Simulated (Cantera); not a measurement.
An isothermal, constant-pressure homogeneous reactor starts with C2H6 : N2 : H2O = 1 : 60 : 5 (molar parts), at 1975 K and 13.5 Torr.

Cantera simulation using GRI-Mech 3.0 (53 species, 325 reactions); the numbers are that mechanism's predictions, not measurements. Radical loss at walls, strong at low pressure, is not modelled.

One state of this run: x C2H6 = <1e-12; x C2H = 2.37e-10; x C2H4 = 1.53e-11; x C2H2 = 1.07e-6; x CH2 = 1.84e-9. x: mole fraction; the columns are a selection and need not sum to one.

Question: Which value of t (s) does it belong to?
A) 0.492
B) 0.00100
C) 1.19
D) 2.89

Answer: D, 2.89
